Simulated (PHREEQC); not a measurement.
1 kg of water holding 0.25 mol NaOH, 0.29 mol Na2CO3, 0.022 mol NaCl and 0.13 mol Na2SO4 is evaporated at 25 °C; the solids stay in contact with the brine. CO2 from the air is kept out. Only these solids could form: Burkeite, Halite, Mirabilite, Nahcolite, Natron, Thenardite, Trona.

Equilibrium calculation in PHREEQC: Pitzer model, pitzer.dat.

Problem. Predict ionic strength, water activity at water left (kg) = 1, 0.6755, 0.06418.

Solution. 
| water left (kg) | ionic strength | water activity |
|---|---|---|
| 1 | 1.53 | 0.975 |
| 0.6755 | 2.27 | 0.964 |
| 0.06418 | 15.1 | 0.613 |

Species that the database lacks are ignored.
